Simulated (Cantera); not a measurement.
Charge: 1 mol SiCl4, 13 mol N2, held at 1177 °C and 0.0130 bar.

Method: chemical equilibrium by Gibbs-energy minimisation in Cantera with the NASA 1993 tables (ideal gas, pure condensed phases). Candidate condensed phases: Si, Si3N4; 13 gas species. The tables' values for SiCl3 are old estimates; treat these amounts as uncertain. The numbers say what is thermodynamically allowed, not how fast it happens.

Base state: N2 0.927, SiCl4 0.0695, Cl 0.00192, SiCl3 0.00168, SiCl2 0.000149, Cl2 2.83e-5 (mole fractions); condensed: gas only.

Task: What changes in the equilibrium state with this change: 0.38 mol Cl2 added?

Result: 
| species | before | after |
|---|---|---|
| N2 | 0.927 | 0.889 |
| SiCl4 | 0.0695 | 0.0683 |
| Cl | 0.00192 | 0.0342 |
| Cl2 | 2.83e-5 | 0.00893 |
| SiCl2 | 0.000149 | 4.64e-7 |
| SiCl3 | 0.00168 | 9.32e-5 |

Task: What changes in the equilibrium state with this change: temperature from 1177 °C to 1277 °C?

Result: 
```
species    before     after
-------  --------  --------
N2          0.927     0.923
SiCl4      0.0695    0.0659
Cl        0.00192   0.00579
SiCl2    0.000149  0.000793
SiCl3     0.00168   0.00433
```
